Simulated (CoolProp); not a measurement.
Vapour pressure (kPa) of R1234yf: the reference equation beside estimates from Tc = 94.7 °C, pc = 3384 kPa, ω = 0.276. Clausius-Clapeyron is anchored at -7.95 °C with a constant enthalpy of vaporisation of 19.21 kJ/mol.

Values from CoolProp's reference Helmholtz-energy equation of state, Lemmon 2022.

```tsv
T (°C)	reference	Lee-Kesler	Clausius-Clapeyron	van der Waals	Redlich-Kwong	Soave-Redlich-Kwong	Peng-Robinson
-20.35	148.7	148.5	155.9	617.2	252.9	148.5	148.3
-14.15	189.8	190.1	194.0	698.9	310.8	189.9	?
-7.95	239.0	240.0	239.0	787.2	377.7	239.8	238.3
-1.65	298.6	300.3	292.6	884.1	455.6	300.3	297.7
4.55	367.6	370.1	353.9	986.7	542.8	370.4	366.7
10.75	448.0	?	424.4	1097	641.1	452.4	447.3
16.95	541.1	545.4	505.0	1214	751.2	547.4	540.6
23.25	649.8	655.0	598.2	1341	?	658.4	649.9
```

Problem. Complete the blanks.

Solution. 
- -14.15, Peng-Robinson: 189.2
- 10.75, Lee-Kesler: 451.5
- 23.25, Redlich-Kwong: 875.7

Absolute difference from the reference over all 8 rows, mean and median: Lee-Kesler 0.5 and 0.6 %, Clausius-Clapeyron 4.1 and 4.3 %, van der Waals 194.1 and 182.2 %, Redlich-Kwong 51.1 and 50.1 %, Soave-Redlich-Kwong 0.7 and 0.7 %, Peng-Robinson 0.2 and 0.3 %.
